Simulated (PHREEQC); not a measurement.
## Polishing slurry liquid (model solution)

Solution (56 °C): 0.1 mol/kgw H2SO4 and 0.08 mol/kgw Al(NO3)3. It is in equilibrium with CO2 at log p = 0 (atm). Otherwise closed; pH follows from the charge balance.

Model: ion-association model, phreeqc.dat, run in PHREEQC.

Precipitation was switched off in this run.

### Question
What pH does the model give?

### Answer
pH 0.95.

### Question
In which forms is Al present?

### Answer
Al+3 50 %, AlSO4+ 45 %, Al(SO4)2- 2.6 %, AlHSO4+2 1.7 % of the Al.

Constants without temperature data keep their 25 °C values here.
